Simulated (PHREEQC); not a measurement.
## Leach liquor: speciation

Solution (25 °C): 0.064 mol H2SO4, 0.0034 mol CuSO4 and 4e-05 mol MnSO4 per kg of water. Closed to the air; pH follows from the charge balance.

All values are PHREEQC results (ion-association model, wateq4f.dat), not measurements.

Each row changes one thing in this solution. No solid was allowed to form.

```csv
case,pH,ionic strength (mol/kgw),HSO4- (mol/kgw),SO4-2 (mol/kgw),Cu+2 (mol/kgw),CuSO4 (mol/kgw),SI of Chalcanthite (CuSO4:5H2O),SI of Tenorite (CuO)
as made,1.19,0.102,0.0497,0.0166,0.00229,0.00112,-2.62,-8.28
temperature from 25 to 10 °C,1.17,0.108,0.0462,0.0200,0.00222,0.00118,-2.49,-8.92
H2SO4 replaced by Cs2SO4 at the same molality,5.51,0.198,7.87e-6,0.0655,0.00152,0.00187,-2.39,+0.10
0.0027 mol/kgw NaOH added,1.20,0.102,0.0493,0.0169,0.00227,0.00113,-2.61,-8.26
MnSO4 replaced by KHSO4 at the same molality,1.19,0.102,0.0498,0.0166,0.00229,0.00112,-2.62,-8.28
0.045 mol/kgw ZnCl2 added,1.15,0.209,0.0399,0.0148,0.00253,0.000677,-2.83,-8.40
CuSO4 from 0.0034 to 0.00034 mol/kgw,1.18,0.0959,0.0486,0.0157,0.000230,0.000110,-3.62,-9.29
H2SO4 from 0.064 to 0.0704 mol/kgw,1.15,0.110,0.0554,0.0173,0.00229,0.00111,-2.62,-8.36
0.00074 mol/kgw HF added,1.19,0.102,0.0497,0.0166,0.00229,0.00112,-2.62,-8.28
```

Some of these states are supersaturated (in Brochantite, Antlerite, for instance). At this temperature some constants are extrapolated from 25 °C, and those without enthalpy data are left unchanged.
